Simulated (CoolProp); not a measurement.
A Linde-Hampson liquefier for dry air: isothermal reversible compression at 250 K from 1 atm to 25 MPa, throttling to 1 atm, return gas leaving the recuperator 10 K below the feed. Each further row changes one setting.

Values from CoolProp's reference Helmholtz-energy equation of state, Lemmon 2000. It is a pseudo-pure fit of the blend.

| case | liquid yield per pass | compression work (kJ/kg of gas) |
|---|---|---|
| as stated | 0.131 | 387 |
| high pressure 50 MPa | 0.147 | 444 |
| warm-end temperature 280 K | 0.090 | 440 |
| warm-end gap 15 K | 0.119 | 387 |
